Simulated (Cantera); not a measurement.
A Cantera script and what it prints.

```python
import numpy as np
import cantera as ct

gas_names = """
    O2 Br2
""".split()
cond_names = """
    Ca(L) CaBr2(L) CaO(s)
""".split()


# ... load() reads the species with a 1 bar reference pressure and builds the phases ...
species = {s.name: s for s in load("nasa_gas.yaml", gas_names) + load("nasa_condensed.yaml", cond_names)}
T = 1200
g = {n: (s.thermo.h(T) - T * s.thermo.s(T)) / (ct.gas_constant * T * np.log(10)) for n, s in species.items()}
valid = cond_names  # the entries whose range holds T


def stable(la, lb):
    # potentials (over RT ln 10) of the two non-metals from log10 p(O2) and log10 p(Br2) in bar
    mu = {}
    mu["O"] = (g["O2"] + la) / 2
    mu["Br"] = (g["Br2"] + lb) / 2
    cost = {}
    for n in valid:
        c = species[n].composition
        cost[n] = (g[n] - sum(c.get(e, 0) * m for e, m in mu.items())) / c["Ca"]
    return min(cost, key=cost.get)


results = []
for lb in [1, -0.5, -2, -3.5, -5, -6.5, -8, -9.5, -11, -12.5, -14]:
    row = [stable(la, lb) for la in [-28, -26.1, -24.3, -22.4, -20.5, -18.7, -16.8, -14.9, -13.1, -11.2, -9.3, -7.5, -5.6, -3.7, -1.9, 0]]
    results.append(row)
    print(f"{lb:6.1f}  " + " ".join(f"{valid.index(n):x}" for n in row))
print("key: " + ", ".join(f"{i:x} {n}" for i, n in enumerate(valid)))
```

Output:

```
   1.0  1 1 1 1 1 1 1 1 1 1 1 1 1 1 1 1
  -0.5  1 1 1 1 1 1 1 1 1 1 1 1 1 1 1 1
  -2.0  1 1 1 1 1 1 1 1 1 1 1 1 1 1 1 2
  -3.5  1 1 1 1 1 1 1 1 1 1 1 1 1 2 2 2
  -5.0  1 1 1 1 1 1 1 1 1 1 1 1 2 2 2 2
  -6.5  1 1 1 1 1 1 1 1 1 1 2 2 2 2 2 2
  -8.0  1 1 1 1 1 1 1 1 2 2 2 2 2 2 2 2
  -9.5  1 1 1 1 1 1 1 2 2 2 2 2 2 2 2 2
 -11.0  1 1 1 1 1 2 2 2 2 2 2 2 2 2 2 2
 -12.5  1 1 1 1 2 2 2 2 2 2 2 2 2 2 2 2
 -14.0  1 1 2 2 2 2 2 2 2 2 2 2 2 2 2 2
key: 0 Ca(L), 1 CaBr2(L), 2 CaO(s)
```

Cantera with NASA thermochemical tables; ideal gases at 1 bar, condensed phases pure. Not in the tables: oxide halides.
